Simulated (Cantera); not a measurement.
## Nitride etching: BN + Cl2 + H2

Input: 1 mol BN, a varied amount of Cl2, 2.8 mol H2, equilibrated at 1275 °C and 1.00 bar.

Equilibrium computed with Cantera from the NASA thermochemical tables; the gas is ideal and each condensed phase is pure. Candidate condensed phases: B, BN, NH4Cl; 21 gas species. The tables' values for BCl2 are old estimates; treat these amounts as uncertain. Gases not in the tables: BHCl2. Rates play no part.

| n(Cl2) (mol) | log p HCl | log p H2 | log p Cl2 | log p BCl3 | log p N2 | log p Cl | n BN(s) |
|---|---|---|---|---|---|---|---|
| 0.71 | -0.40 | -0.22 | -7.60 | -2.78 | -3.07 | -4.90 | 0.994 |
| 0.91 | -0.32 | -0.29 | -7.37 | -2.55 | -2.85 | -4.78 | 0.989 |
| 1.2 | -0.23 | -0.39 | -7.10 | -2.28 | -2.58 | -4.65 | 0.979 |
| 1.5 | -0.17 | -0.50 | -6.87 | -2.05 | -2.35 | -4.53 | 0.961 |
| 1.9 | -0.12 | -0.66 | -6.60 | -1.78 | -2.08 | -4.40 | 0.921 |
| 2.4 | -0.08 | -0.90 | -6.30 | -1.48 | -1.78 | -4.25 | 0.826 |
| 3 | -0.08 | -1.18 | -6.00 | -1.18 | -1.48 | -4.10 | 0.613 |
| 3.9 | -0.11 | -1.53 | -5.71 | -0.89 | -1.19 | -3.95 | 0.135 |
| 4.9 | -0.14 | -6.13 | -1.18 | -0.89 | -1.19 | -1.69 | 0 |
| 6.3 | -0.22 | -6.76 | -0.70 | -0.97 | -1.27 | -1.45 | 0 |
log p: log10 of the partial pressure in bar; n: condensed amount in mol.

From 0.71 mol Cl2 to 3.9 mol Cl2 the condensed part is BN(s). From 4.9 mol Cl2 to 6.3 mol Cl2 nothing is condensed. The main B-bearing gas is BCl3 throughout.
